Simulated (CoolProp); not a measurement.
n-perfluoropentane at several states: density (kg/m³) from the reference equation and from simpler models built on Tc = 421.0 K, pc = 20.63 bar, ω = 0.436; each cubic takes its own stable root.

The numbers come from the reference Helmholtz-energy equation of state, Gao 2022 in CoolProp.

| T (K) | p (bar) | phase | reference | van der Waals | Redlich-Kwong |
|---|---|---|---|---|---|
| 414.5 | 1.46 | gas | 12.53 | ? | 12.52 |
| 203.2 | 1.75 | liquid | 1888 | ? | ? |
| 240.1 | 10.4 | liquid | 1785 | 1077 | 1584 |
| 361.1 | 11 | liquid | 1368 | 809.5 | ? |

Question: What belongs in the gaps?

Answer: 
- 414.5, van der Waals: 12.48
- 203.2, van der Waals: 1125
- 203.2, Redlich-Kwong: 1671
- 361.1, Redlich-Kwong: 1132
